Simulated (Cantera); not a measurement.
## Equilibrium for thermal oxidation and active oxidation of silicon: Si + N₂O + H₂

A closed system holds: 1 mol Si, 0.31 mol N₂O, 530 mol H₂, held at 1625 K and 10.0 mbar.

Equilibrium computed with Cantera from the NASA thermochemical tables; the gas is ideal and each condensed phase is pure. Candidate condensed phases: H₂O, Si, SiO₂, Si₂N₂O, Si₃N₄; 35 gas species. The numbers say what is thermodynamically allowed, not how fast it happens.

```
Property        Value
----------  ---------
x(H₂)           0.998
x(H)         0.000705
x(SiO)       0.000584
x(N₂)        0.000584
x(Si)         1.63e-5
x(SiH₂)       6.60e-6
x(SiH)        3.24e-6
n(Si(s))    0.676 mol
gas amount  530.8 mol
```
